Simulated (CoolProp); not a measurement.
Vapour-liquid equilibrium of R125 (1) + R245fa (2) at 233 K; x and y are mole fractions of (1).

Values from CoolProp's multi-fluid Helmholtz-energy mixture model, Lemmon 2005 and Akasaka 2015; pair parameters Bell 2016.

```tsv
x	bubble pressure, mixture model (bar)	bubble pressure, Raoult's law (bar)	y, mixture model	y, Raoult's law
0.05	0.1446	0.1286	0.617	0.573
0.125	0.2664	0.2347	___	0.784
0.2	0.3804	0.3409	0.874	0.864
0.275	0.4886	0.4470	0.909	0.906
0.35	0.5926	0.5531	0.931	0.932
0.425	0.6937	0.6593	0.947	0.950
0.5	___	0.7654	0.959	0.962
0.575	0.8917	0.8715	0.968	0.972
0.65	0.9903	0.9777	0.975	0.979
0.725	1.090	1.084	0.982	0.985
0.8	1.191	1.190	0.988	0.990
0.875	___	1.296	0.993	0.994
0.95	1.400	1.402	___	0.998
```

Question: Some entries are withheld; supply them.

Answer: 
- 0.125, y, mixture model: 0.806
- 0.5, bubble pressure, mixture model (bar): 0.7931
- 0.875, bubble pressure, mixture model (bar): 1.294
- 0.95, y, mixture model: 0.997

The largest gap from Raoult's law is +13.5 % in bubble pressure, at x = 0.125. No azeotrope shows between x = 0.05 and 0.95.

Pair parameters are fitted to limited data, so mixtures are less certain than the pure fluids.
